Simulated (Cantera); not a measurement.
Charge: 1 mol CH₃SiH₃, 0.82 mol C₂H₄, 90 mol H₂, at 27000 Pa.

Method: chemical equilibrium by Gibbs-energy minimisation in Cantera with the NASA 1993 tables (ideal gas, pure condensed phases). Candidate condensed phases: C, C₆H₆, C₇H₈, C₈H₁₈, Si, SiC; 87 gas species. The feed counts by its element totals alone. Gases not in the tables: Si₂H₆ and higher silanes. Equilibrium is a limit: real reactors are often held back by kinetics, nucleation or transport.

log p: log10 of the partial pressure in bar; n: condensed amount in mol.

```tsv
T (°C)	log p H₂	log p H	log p CH₄	log p C₂H₂ (acetylene)	log p Si	n SiC(s)	n C(graphite)
725	-0.58	-8.96	-2.32	-9.86	<-12	1.00	0
875	-0.57	-7.43	-2.77	-8.00	<-12	1.00	1.04
1025	-0.57	-6.25	-3.24	-6.82	<-12	1.00	1.44
1175	-0.57	-5.32	-3.61	-5.89	?	1.000	1.55
1325	-0.57	-4.56	-3.92	-5.14	?	1.000	1.59
1475	-0.57	-3.93	-4.17	-4.52	?	1.000	1.59
1625	-0.57	-3.39	-4.39	-3.99	?	1.000	1.55
1775	-0.57	-2.94	-4.57	-3.55	?	0.997	1.43
1925	-0.57	-2.54	-4.73	-3.17	?	0.977	1.17
2075	-0.58	-2.20	-4.87	-2.84	?	0.866	0.710
2225	-0.60	-1.90	-5.02	-2.57	?	0.297	0.0837
2375	-0.62	-1.64	-5.25	-2.52	?	0	0
```

**Question.** Some entries are withheld; supply them.

**Answer.** 
- 1175, log p Si: -10.76
- 1325, log p Si: -9.01
- 1475, log p Si: -7.56
- 1625, log p Si: -6.34
- 1775, log p Si: -5.31
- 1925, log p Si: -4.41
- 2075, log p Si: -3.64
- 2225, log p Si: -2.95
- 2375, log p Si: -2.75
